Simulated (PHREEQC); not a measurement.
Consider water at 20 °C with 1.3 mmol/kgw TMAH. Closed to the air; pH follows from the charge balance.

Equilibrium calculation in PHREEQC: ion-association model, phreeqc.dat.

```json
{
  "pH": "11.26",
  "ionic_strength": "0.00130 mol/kgw",
  "total_alkalinity": "1.30 meq/kg"
}
```

```tsv
species	molality	activity	log γ
OH-	0.00130	0.00125	-0.018
(CH3)4N+	0.00130	0.00125	-0.017
```

Precipitation was switched off in this run. Species that the database lacks are ignored. (CH3)4N+ isn't in the database: it is added as a free cation with an ion size of 4 Å.
